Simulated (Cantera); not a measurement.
Charge: 1 mol SiO₂, 0.51 mol MgCl₂, 0.24 mol O₂, equilibrated at 750 °C and 8800 Pa.

Cantera equilibrium calculation (NASA polynomials, part measured and part estimated; ideal gas, pure solids and liquids). Candidate condensed phases: Mg, MgCl₂, MgO, MgSiO₃, Mg₂SiO₄, Si, SiO₂; 20 gas species. Mutual solubility and eutectic melting of coexisting phases are not modelled. Condensed phases not in the tables: alloys, solid solutions and most ternary compounds. The numbers say what is thermodynamically allowed, not how fast it happens.

Q: What is the equilibrium state?

A: 
```
Quantity                               Value
--------------------------------  ----------
x(Cl₂)                                 0.995
x(MgCl₂)                             0.00363
x(Cl)                                0.00183
x(SiCl₄)                             3.32e-5
x(O₂)                                2.24e-6
n(MgCl₂(l))                       0.0282 mol
n(MgSiO₃(s))                       0.480 mol
n(SiO₂(β-quartz))                  0.520 mol
gas amount                        0.4822 mol
log10 activity of Mg(l) (absent)      -23.46
log10 activity of Si(s) (absent)      -30.37
```
